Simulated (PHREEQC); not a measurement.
Model water analysis in mg/kgw, 5 °C, pH 6.23, pe 2.5:

```csv
constituent,mg/kgw
Na,33.1
K,22.9
Ca,180
Mg,45.1
Cl,198
S(6) as SO4,378
Alkalinity as HCO3,91
Si as SiO2,0.915
Mn(2),14.3
F,0.116
Fe(2),0.674
```

Na is adjusted to close the charge balance.
Valence states are taken as typed.

Model: ion-association model, wateq4f.dat, run in PHREEQC.

Precipitation was switched off in this run.

Problem. Estimate the ionic strength.

Solution. ionic strength 0.0218 mol/kgw.

Problem. In which forms is Fe present?

Solution. Fe+2 82 %, FeSO4 10 %, FeHCO3+ 7.0 % of the Fe.

Species that the database lacks are ignored. At this temperature some constants are extrapolated from 25 °C, and those without enthalpy data are left unchanged. SiF6-2 is the database's only silicon fluoride. Fluoro complexes past AlF4- and FeF3 are missing from the database.
